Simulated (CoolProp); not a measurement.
Ethanol along the isotherm 191.25 °C: density (kg/m³) from the reference equation and from simpler models built on Tc = 241.6 °C, pc = 62.68 bar, ω = 0.644; each cubic takes its own stable root.

Values from CoolProp's reference Helmholtz-energy equation of state, Schroeder 2014.

```json
[
 {"p (bar)": "2.61", "phase": "gas", "reference": "3.180"},
 {"p (bar)": "5.22", "phase": "gas", "reference": "6.505"},
 {"p (bar)": "7.83", "phase": "gas", "reference": "9.994"},
 {"p (bar)": "10.4", "phase": "gas", "reference": "13.62"},
 {"p (bar)": "13.1", "phase": "gas", "reference": "17.66"},
 {"p (bar)": "15.7", "phase": "gas", "reference": "21.82"},
 {"p (bar)": "18.3", "phase": "gas", "reference": "26.32"},
 {"p (bar)": "20.9", "phase": "gas", "reference": "31.24"},
 {"p (bar)": "23.5", "phase": "gas", "reference": "36.73"},
 {"p (bar)": "26.1", "phase": "liquid", "reference": "575.3"},
 {"p (bar)": "28.7", "phase": "liquid", "reference": "576.8"},
 {"p (bar)": "31.3", "phase": "liquid", "reference": "578.3"}
]
```

**Question.** How far does each simpler model (van der Waals, Redlich-Kwong, Soave-Redlich-Kwong, Peng-Robinson) lie from the reference over these 12 states: mean and median of the absolute difference, and the worst?

**Answer.** 
- van der Waals: mean 25.9 %, median 4.7 %, worst -93.3 % at 191.25 °C and 26.1 bar
- Redlich-Kwong: mean 24.3 %, median 2.1 %, worst -93.0 % at 191.25 °C and 26.1 bar
- Soave-Redlich-Kwong: mean 5.6 %, median 0.2 %, worst -21.8 % at 191.25 °C and 26.1 bar
- Peng-Robinson: mean 3.6 %, median 1.3 %, worst -11.4 % at 191.25 °C and 26.1 bar

At some of these states van der Waals, Redlich-Kwong gives the other phase, because its saturation line lies elsewhere.
